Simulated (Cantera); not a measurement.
Cantera run, input and output.

```python
import numpy as np
import cantera as ct

gas = ct.Solution("gri30.yaml")
gas.TPX = 525, 940000, {'CH4': 1, 'CO': 0.046, 'O2': 2.93, 'N2': 11}
inlet = ct.Reservoir(gas, clone=True)
gas.equilibrate("HP")  # start burning
reactor = ct.IdealGasConstPressureReactor(gas, energy="on", clone=False)
exhaust = ct.Reservoir(gas, clone=True)
tau = [0.15, 0.068, 0.03, 0.014, 0.0061, 0.0027, 0.0012, 0.00054, 0.00024, 0.00011, 4.9e-05, 2.2e-05][0]
for a, b in ((inlet, reactor), (reactor, exhaust)):
    ct.MassFlowController(a, b, mdot=lambda t: reactor.mass / tau)
net = ct.ReactorNet([reactor])
show = ['CH4', 'CO', 'O2', 'CH3', 'C2H6', 'NO2', 'OH']

rows = []
print(f"{'tau/s':>10s}{'T/K':>9s}" + "".join(f"{s:>11s}" for s in show))
for tau in [0.15, 0.068, 0.03, 0.014, 0.0061, 0.0027, 0.0012, 0.00054, 0.00024, 0.00011, 4.9e-05, 2.2e-05]:
    net.initial_time = 0.0
    net.advance(30 * tau)
    before = gas.X
    net.advance(40 * tau)
    drift = np.max(np.abs(gas.X - before) / (gas.X + 1e-9))
    rows.append([gas.T, *gas[show].X, drift])
    print(f"{tau:10.3e}{gas.T:9.1f}" + "".join(f"{x:11.3e}" for x in gas[show].X))
```

Result:

```
     tau/s      T/K        CH4         CO         O2        CH3       C2H6        NO2         OH
 1.500e-01   2002.7  1.018e-06  1.477e-04  6.021e-02  3.004e-07  3.613e-12  1.363e-06  1.020e-03
 6.800e-02   2002.8  2.187e-06  1.728e-04  6.034e-02  6.475e-07  1.650e-11  7.297e-07  1.041e-03
 3.000e-02   2002.4  4.717e-06  2.275e-04  6.042e-02  1.402e-06  7.530e-11  3.962e-07  1.082e-03
 1.400e-02   2001.2  9.309e-06  3.294e-04  6.049e-02  2.781e-06  2.834e-10  2.481e-07  1.154e-03
 6.100e-03   1998.6  1.852e-05  5.425e-04  6.060e-02  5.556e-06  1.046e-09  1.765e-07  1.290e-03
 2.700e-03   1993.9  3.455e-05  9.293e-04  6.079e-02  1.033e-05  3.242e-09  1.498e-07  1.500e-03
 1.200e-03   1985.9  6.223e-05  1.613e-03  6.113e-02  1.827e-05  8.911e-09  1.396e-07  1.785e-03
 5.400e-04   1972.7  1.105e-04  2.788e-03  6.176e-02  3.118e-05  2.286e-08  1.290e-07  2.122e-03
 2.400e-04   1950.5  2.026e-04  4.879e-03  6.296e-02  5.348e-05  6.117e-08  1.089e-07  2.470e-03
 1.100e-04   1913.7  3.908e-04  8.500e-03  6.523e-02  9.318e-05  1.871e-07  8.147e-08  2.672e-03
 4.900e-05   1824.4  1.121e-03  1.749e-02  7.187e-02  2.130e-04  1.603e-06  4.287e-08  2.088e-03
 2.200e-05    525.0  6.677e-02  3.072e-03  1.956e-01  5.439e-20 -2.294e-18 -9.083e-21  1.177e-21
```

Cantera simulation using GRI-Mech 3.0 (53 species, 325 reactions); the numbers are that mechanism's predictions, not measurements.
